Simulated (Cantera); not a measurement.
Cantera run:

```python
import numpy as np
import cantera as ct

gas_names = [...]  # 151 gases of nasa_gas.yaml made of C, H, N, O, Si
cond_names = """
    C(gr) C6H6(L) C7H8(L) C8H18(L),n-octa H2O(s) H2O(L) Si(cr) Si(L) SiC(b) SiO2(Lqz) SiO2(hqz) SiO2(L)
    Si2N2O(s) Si3N4(a)
""".split()


# ... load() reads the species with a 1 bar reference pressure and builds the phases ...
atoms = {
    'TEOS': {'Si': 1, 'C': 8, 'H': 20, 'O': 4},
    'NO': {'N': 1, 'O': 1},
    'H2': {'H': 2},
}
top_T = {'C(gr)': 4500, 'SiC(b)': 3050, 'Si2N2O(s)': 2100, 'Si3N4(a)': 2400}  # K; cautious upper limits of use, not melting points


# ... equilibrate(T, P, feed) seeds the gas with the atoms and calls Mixture.equilibrate('TP', solver="gibbs", rtol=1e-10, max_steps=50000) ...
results = []
feed = {'TEOS': 1, 'NO': 3, 'H2': 2.1}  # mol
P = 12000  # Pa
for T in [900, 975, 1050, 1125, 1200, 1275, 1350, 1425, 1500, 1575, 1650, 1725, 1800, 1875]:
    mix = equilibrate(T, P, feed)
    results.append((T, P, feed, dict(zip(mix.species_names, mix.species_moles))))
    x = sorted(zip(gas.X, gas.species_names), reverse=True)
    print(f"T = {T:g} K  P = {P:g} Pa  gas = {mix.phase_moles(0):.4g} mol")
    print("   x: " + "  ".join(f"{s} {v:.3e}" for v, s in x if v > 1e-06))
    print("   condensed (mol): " + ("  ".join(f"{mix.phase(i).name} {mix.phase_moles(i):.4g}"
          for i in range(1, mix.n_phases) if mix.phase_moles(i) > 1e-12) or "none"))
```

It prints:

```
T = 900 K  P = 12000 Pa  gas = 17.24 mol
   x: H2 6.346e-01  CO 1.997e-01  N2 8.698e-02  H2O 3.691e-02  CO2 2.671e-02  CH4 1.508e-02  NH3 2.167e-05
   condensed (mol): C(gr) 3.837  SiO2(hqz) 1
T = 975 K  P = 12000 Pa  gas = 18.15 mol
   x: H2 6.427e-01  CO 2.496e-01  N2 8.265e-02  H2O 1.157e-02  CO2 7.181e-03  CH4 6.229e-03  NH3 1.227e-05
   condensed (mol): C(gr) 3.227  SiO2(hqz) 1
T = 1050 K  P = 12000 Pa  gas = 18.45 mol
   x: H2 6.465e-01  CO 2.638e-01  N2 8.132e-02  H2O 3.714e-03  CH4 2.872e-03  CO2 1.785e-03  NH3 7.546e-06  HCN 2.550e-06
   condensed (mol): C(gr) 3.048  SiO2(hqz) 1
T = 1125 K  P = 12000 Pa  gas = 18.54 mol
   x: H2 6.484e-01  CO 2.674e-01  N2 8.091e-02  CH4 1.456e-03  H2O 1.338e-03  CO2 5.015e-04  HCN 7.031e-06  NH3 4.947e-06
   condensed (mol): C(gr) 3.007  SiO2(hqz) 1
T = 1200 K  P = 12000 Pa  gas = 18.57 mol
   x: H2 6.494e-01  CO 2.684e-01  N2 8.076e-02  CH4 7.993e-04  H2O 5.426e-04  CO2 1.633e-04  HCN 1.707e-05  NH3 3.411e-06
   condensed (mol): C(gr) 2.998  SiO2(hqz) 1
T = 1275 K  P = 12000 Pa  gas = 18.59 mol
   x: H2 6.498e-01  CO 2.687e-01  N2 8.069e-02  CH4 4.697e-04  H2O 2.443e-04  CO2 6.072e-05  HCN 3.728e-05  NH3 2.453e-06  H 1.715e-06
   condensed (mol): C(gr) 2.996  SiO2(hqz) 1
T = 1350 K  P = 12000 Pa  gas = 18.59 mol
   x: H2 6.501e-01  CO 2.688e-01  N2 8.064e-02  CH4 2.923e-04  H2O 1.201e-04  HCN 7.460e-05  CO2 2.528e-05  H 5.547e-06  NH3 1.827e-06
   condensed (mol): C(gr) 2.996  SiO2(hqz) 1
T = 1425 K  P = 12000 Pa  gas = 19.56 mol
   x: H2 6.183e-01  CO 3.292e-01  N2 5.211e-02  CH4 1.728e-04  HCN 1.087e-04  H2O 7.419e-05  CO2 1.737e-05  H 1.548e-05  SiO 1.209e-05  C2H2,acetylene 2.180e-06  HNC 1.420e-06  NH3 1.046e-06
   condensed (mol): C(gr) 1.556  SiO2(hqz) 0.04009  Si2N2O(s) 0.4798
T = 1500 K  P = 12000 Pa  gas = 19.6 mol
   x: H2 6.170e-01  CO 3.316e-01  N2 5.096e-02  HCN 1.875e-04  CH4 1.174e-04  SiO 7.061e-05  H2O 4.216e-05  H 3.991e-05  CO2 8.756e-06  C2H2,acetylene 5.568e-06  HNC 3.164e-06
   condensed (mol): C(gr) 1.495  Si2N2O(s) 0.4993
T = 1575 K  P = 12000 Pa  gas = 19.61 mol
   x: H2 6.168e-01  CO 3.313e-01  N2 5.102e-02  SiO 3.421e-04  HCN 3.103e-04  H 9.421e-05  CH4 8.301e-05  H2O 2.517e-05  C2H2,acetylene 1.301e-05  HNC 6.603e-06  CO2 4.661e-06
   condensed (mol): C(gr) 1.496  Si2N2O(s) 0.4966
T = 1650 K  P = 12000 Pa  gas = 20.6 mol
   x: H2 5.868e-01  CO 3.386e-01  N2 7.252e-02  SiO 1.173e-03  HCN 5.699e-04  H 2.009e-04  CH4 5.491e-05  C2H2,acetylene 2.677e-05  H2O 1.534e-05  HNC 1.497e-05  CO2 2.756e-06
   condensed (mol): C(gr) 0.03441  SiC(b) 0.9758
T = 1725 K  P = 12000 Pa  gas = 20.6 mol
   x: H2 5.865e-01  CO 3.382e-01  N2 7.236e-02  SiO 1.500e-03  HCN 8.635e-04  H 4.106e-04  C2H2,acetylene 5.404e-05  CH4 4.123e-05  HNC 2.748e-05  H2O 1.001e-05  CO2 1.641e-06
   condensed (mol): C(gr) 0.04059  SiC(b) 0.9691
T = 1800 K  P = 12000 Pa  gas = 20.61 mol
   x: H2 5.859e-01  CO 3.378e-01  N2 7.213e-02  SiO 1.877e-03  HCN 1.262e-03  H 7.912e-04  C2H2,acetylene 1.028e-04  HNC 4.790e-05  CH4 3.170e-05  H2O 6.772e-06  CO2 1.022e-06
   condensed (mol): C(gr) 0.04562  SiC(b) 0.9613
T = 1875 K  P = 12000 Pa  gas = 20.61 mol
   x: H2 5.851e-01  CO 3.373e-01  N2 7.183e-02  SiO 2.305e-03  HCN 1.788e-03  H 1.447e-03  C2H2,acetylene 1.854e-04  HNC 7.974e-05  CH4 2.489e-05  H2O 4.726e-06  Si 2.527e-06  CH3 1.237e-06
   condensed (mol): C(gr) 0.04853  SiC(b) 0.9524
```

These are equilibrium values from Cantera (NASA tables, ideal gas, pure condensed phases), not measurements of a reactor. The feed counts by its element totals alone. Mutual solubility and eutectic melting of coexisting phases are not modelled. The tables hold silica as quartz up to 1696 K and as liquid above; real silica turns to tridymite and cristobalite and melts near 1996 K.
